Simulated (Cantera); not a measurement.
# Diamond growth

A diamond (100) surface in a fixed gas of H2 with x(CH4) = 0.0034, x(H) = 0.00036, x(CH3) = 0.00014, 1500 Pa; coverages are run to steady state.

Cantera simulation using the Harris–Goodwin 1993 mechanism for the reconstructed diamond (100) surface; the numbers are that mechanism's predictions, not measurements.

```tsv
T (K)	growth (µm/h)	θ c6HH	θ c6H*	θ c6*H	θ c6**	θ c6HM
900	0.415	0.517	0.00768	0.215	0.00274	0.207
950	0.451	0.536	0.0114	0.272	0.00442	0.135
1000	0.342	0.555	0.0163	0.334	0.00667	0.0633
1050	0.195	0.553	0.0214	0.384	0.00905	0.0216
1100	0.114	0.536	0.0262	0.415	0.0112	0.00643
1150	0.0863	0.517	0.0306	0.434	0.0129	0.00190
1200	0.0794	0.504	0.0347	0.444	0.0141	0.000581
1250	0.0693	0.497	0.0384	0.448	0.0150	0.000183
1300	0.0456	0.497	0.0417	0.445	0.0154	5.94e-5
1350	0.0220	0.502	0.0444	0.438	0.0154	2.08e-5
1400	0.00901	0.510	0.0468	0.428	0.0150	7.95e-6
```
θ: site fractions in the mechanism's names (c6HH fully hydrogenated, c6H* and c6*H radical sites, c6** diradical, c6HM methylated).
